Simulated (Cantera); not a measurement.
A freely propagating, adiabatic, planar premixed flame of 24.5 % H2, 15.9 % O2, 59.7 % N2, equivalence ratio 0.77, unburnt at 348 K and 1.00 atm; mixture-averaged transport, grid criteria slope 0.08 and curve 0.16, no radiation.

Detailed kinetics in Cantera: the H2/O2 subset of GRI-Mech 3.0, which has no nitrogen chemistry. Burning velocities carry a grid error of a few per cent, more on coarse grids.

x: mole fraction of selected species; z is measured from the peak of heat release.

```csv
z (mm),T (K),u (m/s),x H2,x O2,x H,x O,x H2O2,x HO2
-1.05,348,2.01,0.245,0.159,<1e-8,<1e-8,<1e-8,<1e-8
-0.699,348,2.01,0.244,0.159,<1e-8,<1e-8,<1e-8,<1e-8
-0.524,348,2.01,0.244,0.159,<1e-8,<1e-8,<1e-8,2.25e-8
-0.350,349,2.01,0.242,0.159,<1e-8,1.89e-8,9.68e-8,5.66e-7
-0.175,386,2.18,0.224,0.162,2.56e-6,1.93e-6,2.10e-5,0.000131
-0.0874,675,3.67,0.177,0.157,0.00171,0.000161,8.34e-5,0.000341
0,…,5.85,…,…,…,…,…,…
0.0874,…,7.39,…,…,0.0225,…,…,…
0.175,1575,8.24,0.0266,0.0609,0.0227,0.00955,2.86e-6,4.31e-5
0.350,1743,9.06,0.0182,0.0514,0.0160,0.00864,1.37e-6,2.76e-5
0.699,1891,9.75,0.0138,0.0476,0.00868,0.00604,7.00e-7,1.74e-5
1.40,2007,10.3,0.00882,0.0451,0.00379,0.00355,4.15e-7,9.99e-6
2.80,2084,10.6,0.00467,0.0439,0.00133,0.00178,2.69e-7,5.39e-6
```

Question: Complete the blanks.

Answer: 
- 0, T (K): 1104
- 0, x H2: 0.108
- 0, x O2: 0.126
- 0, x H: 0.0125
- 0, x O: 0.00258
- 0, x H2O2: 1.71e-5
- 0, x HO2: 0.000134
- 0.0874, T (K): 1406
- 0.0874, x H2: 0.0499
- 0.0874, x O2: 0.0829
- 0.0874, x O: 0.00745
- 0.0874, x H2O2: 5.18e-6
- 0.0874, x HO2: 6.92e-5
